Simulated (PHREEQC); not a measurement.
A solution holds 0.0053 mol Al2(SO4)3 and 4.5e-05 mol Na2SO4 per kg of water, at 25 °C and 300 atm. Closed to the air; pH follows from the charge balance.

The numbers come from PHREEQC with the ion-association model, phreeqc.dat.

Question: The ionic strength comes out as 0.0283 mol/kgw. What activity coefficients do SO4-2, Al(SO4)2-, Al(OH)2+, Na+, H+ get?

Answer: SO4-2 0.54, Al(SO4)2- 0.86, Al(OH)2+ 0.86, Na+ 0.86, H+ 0.88.

This is a speciation only: nothing precipitates in the calculation. Saturation is exceeded, for instance for Gibbsite (slow to form); the values hold only as long as no solid forms. Species that the database lacks are ignored. Under pressure, the constants of complexes without a molar volume in the database are unreliable.
